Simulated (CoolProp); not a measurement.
Carbonyl sulfide at several states: density (kg/m³) from the reference equation and from simpler models built on Tc = 378.8 K, pc = 63.69 bar, ω = 0.098; each cubic takes its own stable root.

Values from CoolProp's reference Helmholtz-energy equation of state, Lemmon 2006. It is a short technical equation, of lower accuracy than the large ones.

```
T (K)  p (bar)  phase  reference
-----  -------  -----  ---------
587.5     7.61    gas      9.446
485.4     42.1    gas      69.95
307.5     7.09    gas      18.02
298.7    0.451    gas      1.096
610.6     2.81    gas      3.335
```

**Question.** How far does each simpler model (ideal gas, van der Waals, Redlich-Kwong, Soave-Redlich-Kwong) lie from the reference over these 5 states: mean and median of the absolute difference, and the worst?

**Answer.** 
- ideal gas: mean 3.9 %, median 0.9 %, worst -10.4 % at 485.4 K and 42.1 bar
- van der Waals: mean 0.7 %, median 0.2 %, worst -1.9 % at 307.5 K and 7.09 bar
- Redlich-Kwong: mean 0.2 %, median 0.1 %, worst +0.6 % at 485.4 K and 42.1 bar
- Soave-Redlich-Kwong: mean 0.1 %, median 0.1 %, worst -0.4 % at 485.4 K and 42.1 bar
